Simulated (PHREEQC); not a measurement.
Solution (25 °C): 0.0062 mol/kgw ZnSO4, 0.021 mol/kgw NaCl and 0.026 mol/kgw MnSO4. Closed to the air; pH follows from the charge balance.

The numbers come from PHREEQC with the ion-association model, phreeqc.dat.

- pH: 5.94
- ionic strength: 0.102 mol/kgw
- specific conductance: 5840 µS/cm
- density: 1.003 g/cm³

| species | molality | activity | log γ |
|---|---|---|---|
| Cl- | 0.0204 | 0.0156 | -0.116 |
| Na+ | 0.0203 | 0.0159 | -0.106 |
| SO4-2 | 0.0199 | 0.00736 | -0.432 |
| Mn+2 | 0.0169 | 0.00671 | -0.400 |
| MnSO4 | 0.00858 | 0.00879 | 0.010 |
| Zn+2 | 0.00353 | 0.00132 | -0.428 |
| ZnSO4 | 0.00222 | 0.00228 | 0.010 |
| NaSO4- | 0.000745 | 0.000586 | -0.104 |
| MnCl+ | 0.000545 | 0.000426 | -0.107 |

This is a speciation only: nothing precipitates in the calculation.
